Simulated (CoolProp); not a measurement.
Aqueous methanol as a coolant, at 22 °C, 1 atm.

Values from CoolProp's Melinder's fits for secondary coolants.

```tsv
mass %	freezing point (°C)	viscosity (mPa s)	conductivity (W/(m K))	density (kg/m³)	Prandtl number
4.8	-2.9	1.09	0.572	989.4	7.98
10.8	-7.2	1.26	0.537	979.8	9.84
16.9	-12.2	1.43	0.502	970.7	11.8
22.9	-17.9	1.57	0.470	961.7	13.6
29	-24.5	1.67	0.439	952.1	15.3
35	-31.9	1.72	0.409	942.2	16.5
41.1	-40.3	1.73	0.382	931.4	17.3
47.1	-49.6	1.69	0.357	920.1	17.5
```
